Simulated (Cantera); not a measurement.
An isothermal, constant-pressure homogeneous reactor starts with 33.3 % C2H6, 66.7 % N2, at 1898 K and 101000 Pa.

Model: GRI-Mech 3.0 (53 species, 325 reactions), integrated in Cantera. GRI-Mech 3.0 stops at C3 and has no aromatics, soot or wall deposition, so with more carbon than oxygen in the feed, carbon stays in small species such as C2H2 where larger ones or solid carbon would form.

**Question.** Predict: x(C2H6) at 2.00 s; x(CH3) at 2.00 s; x(CH4) at 2.00 s; x(H2) at 2.00 s; x(C2H4) at 2.00 s.

**Answer.** 
| Quantity | Result |
|---|---|
| x(C2H6) at 2.00 s | 3.09e-7 (gas-phase equilibrium 2.05e-7) |
| x(CH3) at 2.00 s | 8.06e-5 (gas-phase equilibrium 6.56e-5) |
| x(CH4) at 2.00 s | 0.00325 (gas-phase equilibrium 0.00265) |
| x(H2) at 2.00 s | 0.395 (gas-phase equilibrium 0.396) |
| x(C2H4) at 2.00 s | 0.000970 (gas-phase equilibrium 0.000641) |
